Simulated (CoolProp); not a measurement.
Vapour-liquid equilibrium of R152A (1) + isobutane (2) at 255.4 K; x and y are mole fractions of (1).

Computed with CoolProp (multi-fluid Helmholtz-energy mixture model, Outcalt 1996 and Bücker 2006; pair parameters Bell 2016).

Give the bubble pressure and the first vapour's composition at x = 0.2, 0.575, 0.65. Is there an azeotrope?

x = 0.2: 133.0 kPa, y = 0.487; x = 0.575: 157.4 kPa, y = 0.657; x = 0.65: 158.2 kPa, y = 0.677. y crosses x between x = 0.65 and 0.725: the model has an azeotrope there.

The pair parameters rest on a limited set of measurements; away from them the model extrapolates. With so large a gap from Raoult's law the liquid may split in two, which this calculation doesn't test in full.
